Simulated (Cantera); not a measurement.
**Equilibrium for silicon carbide growth: (CH₃)₂SiCl₂ + CH₄ + H₂**

Input: 1 mol (CH₃)₂SiCl₂, 0.03 mol CH₄, 12 mol H₂, held at 0.00390 bar.

These are equilibrium values from Cantera (NASA tables, ideal gas, pure condensed phases), not measurements of a reactor. Candidate condensed phases: C, C₆H₆, C₇H₈, C₈H₁₈, Si, SiC; 109 gas species. The feed counts by its element totals alone. The tables' values for SiCl, SiCl₃ are old estimates; treat these amounts as uncertain. Gases not in the tables: Si₂H₆ and higher silanes. Rates play no part.

From 925 °C to 2025 °C the condensed part is C(graphite) + SiC(s). From 2125 °C to 2225 °C the condensed part is C(graphite). The main Si-bearing gas is SiCl₂ at 925 °C and Si at 2225 °C.

| T (°C) | log p H₂ | log p H | log p HCl | log p Si | log p Cl | log p SiC₂ | n C(graphite) | n SiC(s) |
|---|---|---|---|---|---|---|---|---|
| 925 | -2.47 | -7.95 | -3.31 | <-14 | -8.86 | <-14 | 1.03 | 0.998 |
| 1025 | -2.47 | -7.20 | -3.31 | -12.92 | -8.13 | <-14 | 1.03 | 0.997 |
| 1125 | -2.47 | -6.56 | -3.32 | -11.43 | -7.49 | <-14 | 1.03 | 0.996 |
| 1225 | -2.47 | -6.00 | -3.32 | -10.14 | -6.94 | -12.90 | 1.04 | 0.993 |
| 1325 | -2.47 | -5.51 | -3.32 | -9.01 | -6.46 | -11.43 | 1.04 | 0.990 |
| 1425 | -2.47 | -5.07 | -3.32 | -8.02 | -6.04 | -10.13 | 1.04 | 0.985 |
| 1525 | -2.47 | -4.69 | -3.33 | -7.13 | -5.66 | -8.97 | 1.05 | 0.979 |
| 1625 | -2.47 | -4.34 | -3.33 | -6.34 | -5.33 | -7.95 | 1.05 | 0.971 |
| 1725 | -2.48 | -4.03 | -3.34 | -5.64 | -5.03 | -7.02 | 1.05 | 0.953 |
| 1825 | -2.49 | -3.76 | -3.36 | -5.00 | -4.76 | -6.19 | 1.08 | 0.902 |
| 1925 | -2.51 | -3.51 | -3.39 | -4.41 | -4.53 | -5.43 | 1.19 | 0.728 |
| 2025 | -2.55 | -3.30 | -3.45 | -3.88 | -4.34 | -4.75 | 1.59 | 0.109 |
| 2125 | -2.60 | -3.10 | -3.49 | -3.82 | -4.14 | -4.54 | 1.54 | 0 |
| 2225 | -2.67 | -2.94 | -3.56 | -3.85 | -3.98 | -4.43 | 1.37 | 0 |
log p: log10 of the partial pressure in bar; n: condensed amount in mol.
